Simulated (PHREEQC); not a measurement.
## Spent oxide etchant (model solution)

A solution holds 0.02 mol HF, 0.00061 mol (NH4)2SiF6 and 0.071 mol H3PO4 per kg of water, at 45 °C. Closed to the air; pH follows from the charge balance.

The numbers come from PHREEQC with the ion-association model, wateq4f.dat.

```yaml
pH: 1.76
ionic_strength: 0.0214 mol/kgw
total_alkalinity: -93.4 meq/kg
```

```json
[
 {"species": "H3PO4", "molality": "0.0521", "activity": "0.0523", "log γ": "0.002"},
 {"species": "H+", "molality": "0.0196", "activity": "0.0173", "log γ": "-0.054"},
 {"species": "H2PO4-", "molality": "0.0189", "activity": "0.0164", "log γ": "-0.061"},
 {"species": "HF", "molality": "0.0185", "activity": "0.0186", "log γ": "0.002"},
 {"species": "NH4+", "molality": "0.00122", "activity": "0.00105", "log γ": "-0.064"},
 {"species": "SiF6-2", "molality": "0.000609", "activity": "0.000343", "log γ": "-0.249"},
 {"species": "F-", "molality": "0.000575", "activity": "0.000493", "log γ": "-0.066"},
 {"species": "H2F2", "molality": "0.000424", "activity": "0.000426", "log γ": "0.002"},
 {"species": "HF2-", "molality": "4.57e-5", "activity": "3.92e-5", "log γ": "-0.066"},
 {"species": "H4SiO4", "molality": "9.78e-7", "activity": "9.83e-7", "log γ": "0.002"},
 {"species": "HPO4-2", "molality": "1.17e-7", "activity": "6.56e-8", "log γ": "-0.249"}
]
```

This is a speciation only: nothing precipitates in the calculation. Complexes and solids missing from the database can't appear. H3PO4, which wateq4f.dat lacks, is added to it with the constant of phreeqc.dat. At this temperature some constants are extrapolated from 25 °C, and those without enthalpy data are left unchanged. SiF6-2 is the database's only silicon fluoride.
